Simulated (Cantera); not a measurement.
An isothermal, constant-pressure homogeneous reactor starts with 13.7 % H2, 14.9 % O2, 71.4 % N2, at 1348 K and 1.00 bar.

Detailed kinetics in Cantera: the H2/O2 subset of GRI-Mech 3.0, which has no nitrogen chemistry. The temperature is held fixed by assumption; the heat of reaction is taken as removed at once.

x: mole fraction; the columns are a selection and need not sum to one.

```
t (s)         x H2    x O2    x H2O2    x HO2       x H     x H2O      x O
--------  --------  ------  --------  -------  --------  --------  -------
5.00e-6      0.137   0.149  5.89e-10  1.03e-7   2.90e-7   2.98e-7        …
1.76e-5      0.136   0.149   1.04e-7  1.70e-5  0.000267  0.000363        …
6.16e-5    0.00623  0.0862   5.45e-6  5.63e-5   0.00766     0.133        …
0.000216  0.000388  0.0861   1.44e-6  1.83e-5   7.62e-5     0.146        …
0.000760   2.73e-5  0.0862   2.90e-7  2.27e-6   1.70e-6     0.147        …
0.00267    3.06e-6  0.0862   6.70e-8  3.59e-7   9.54e-8     0.147        …
0.00937    5.90e-7  0.0862   1.80e-8  8.72e-8   9.87e-9     0.147        …
0.0329     1.72e-7  0.0863   5.90e-9  4.08e-8   1.67e-9     0.147        …
0.116      1.02e-7  0.0863   3.47e-9  3.62e-8  7.65e-10     0.147  1.25e-7
0.406      9.95e-8  0.0863   3.38e-9  3.61e-8  7.35e-10     0.147  1.21e-7
1.42       9.95e-8  0.0863   3.38e-9  3.61e-8  7.35e-10     0.147  1.21e-7
5.00       9.95e-8  0.0863   3.38e-9  3.61e-8  7.35e-10     0.147  1.21e-7
```

Q: What belongs in the gaps?

A: 
- 5.00e-6, x O: 7.47e-8
- 1.76e-5, x O: 7.07e-5
- 6.16e-5, x O: 0.00581
- 0.000216, x O: 0.000278
- 0.000760, x O: 2.22e-5
- 0.00267, x O: 3.39e-6
- 0.00937, x O: 7.55e-7
- 0.0329, x O: 2.24e-7
